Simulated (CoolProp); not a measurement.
A closed Brayton cycle with carbon dioxide: compressor inlet 309.15 K and 8 MPa, high pressure 14.4 MPa, turbine inlet 640 K, compressor efficiency 0.85, turbine efficiency 0.93, recuperator effectiveness 0.9 (on enthalpy, no pinch check). Each further row changes one setting.

Model: reference Helmholtz-energy equation of state, Span 1996, in CoolProp.

| case | thermal efficiency (%) | net work (kJ/kg) | compressor to turbine work | compressor exit (K) | turbine exit (K) |
|---|---|---|---|---|---|
| as stated | … | 43.6 | 0.29 | 343.8 | 576.8 |
| turbine inlet 590 K | 22.8 | 37.6 | 0.32 | 343.8 | … |
| compressor inlet 319.15 K | 24.6 | 35.6 | 0.42 | 365.8 | 576.8 |
| high pressure 12.2 MPa | 21.5 | 32.7 | … | … | … |
| recuperator effectiveness 0.5 | 15.1 | 43.6 | 0.29 | 343.8 | 576.8 |

Complete the blanks.


- as stated, thermal efficiency (%): 24.7
- turbine inlet 590 K, turbine exit (K): 529.4
- high pressure 12.2 MPa, compressor to turbine work: 0.27
- high pressure 12.2 MPa, compressor exit (K): 334.0
- high pressure 12.2 MPa, turbine exit (K): 594.5
